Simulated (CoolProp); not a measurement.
Values from CoolProp's reference Helmholtz-energy equation of state, Thol 2014.

Task: For diethyl ether, give the phase and the density (kg/m³), cp (kJ/(kg K)), Joule-Thomson coefficient (K/MPa), isothermal compressibility (1/MPa) at 431.3 K and 0.374 MPa.

Result: 
- 431.3 K and 0.374 MPa: gas; density 8.11, cp 2.10, Joule-Thomson coefficient 10.8, isothermal compressibility 2.81
